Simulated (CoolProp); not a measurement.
Saturation properties of oxygen.

Computed with CoolProp (reference Helmholtz-energy equation of state, Schmidt 1985).

```
T (K)  p (MPa)  vapour Z  surface tension (mN/m)  liquid viscosity (µPa s)  liquid conductivity (mW/(m K))
-----  -------  --------  ----------------------  ------------------------  ------------------------------
75.5   0.01572    0.9919                     ___                       303                             172
81.4   0.03629    0.9849                    15.4                       ___                             163
87.3       ___    0.9745                    13.9                       ___                             155
93.2    0.1373    0.9600                    12.4                       180                             146
99.1    0.2353    0.9410                    11.0                       156                             138
105     0.3785    0.9173                    9.54                       136                             129
111     0.5818    0.8881                    8.15                       119                             120
116.9   0.8501       ___                    6.82                       104                             112
```

Fill in the missing entries.


- 75.5, surface tension (mN/m): 16.9
- 81.4, liquid viscosity (µPa s): 250
- 87.3, p (MPa): 0.07411
- 87.3, liquid viscosity (µPa s): 210
- 116.9, vapour Z: 0.8542

It boils at 90.2 K under 1 atm.

Viscosity comes from a separate model (Lemmon 2004). Thermal conductivity comes from a separate model (Lemmon 2004). Surface tension comes from a separate correlation (Mulero 2012).
